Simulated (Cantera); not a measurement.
**Adiabatic ignition**

An adiabatic, constant-pressure homogeneous reactor starts with H2 : O2 : N2 : H2O = 1 : 0.847 : 9.32 : 0.33 (molar parts), at 1775 K and 13500 Torr.

Computed with Cantera and GRI-Mech 3.0 (53 species, 325 reactions). The hydrogen kinetics of GRI-Mech 3.0 are dated; newer H2 mechanisms differ, most at raised pressure. The pressure lies above the range GRI-Mech 3.0 was tuned for (to about 10 atm).

```csv
t (s),T (K),x H2,x O2,x H2O2,x H2O,x H,x NO
4.00e-6,2322,0.00212,0.0306,7.74e-7,0.115,0.000615,5.11e-5
1.55e-5,2355,0.000494,0.0308,4.58e-7,0.119,7.28e-5,6.33e-5
5.99e-5,2356,0.000455,0.0308,4.50e-7,0.119,6.51e-5,8.89e-5
0.000232,2356,0.000455,0.0308,4.49e-7,0.119,6.50e-5,0.000187
0.000896,2355,0.000455,0.0306,4.47e-7,0.119,6.47e-5,0.000552
0.00346,2352,0.000453,0.0300,4.40e-7,0.119,6.37e-5,0.00180
0.0134,2346,0.000448,0.0286,4.23e-7,0.119,6.15e-5,0.00463
0.0518,2342,0.000446,0.0277,4.13e-7,0.119,6.02e-5,0.00640
0.200,2342,0.000446,0.0277,4.13e-7,0.119,6.01e-5,0.00645
0.776,2342,0.000446,0.0277,4.13e-7,0.119,6.01e-5,0.00645
3.00,2342,0.000446,0.0277,4.13e-7,0.119,6.01e-5,0.00645
```
x: mole fraction; the columns are a selection and need not sum to one.

The time of steepest temperature rise is 0.929 µs and the temperature at 3.00 s is 2342 K. The equilibrium temperature comes out as 2342 K, the x(H2) at 3.00 s is 0.000446 (gas-phase equilibrium 0.000446) and the x(O2) at 3.00 s is 0.0277 (gas-phase equilibrium 0.0277). The x(H2O2) at 3.00 s is 4.13e-7 (gas-phase equilibrium 4.13e-7).
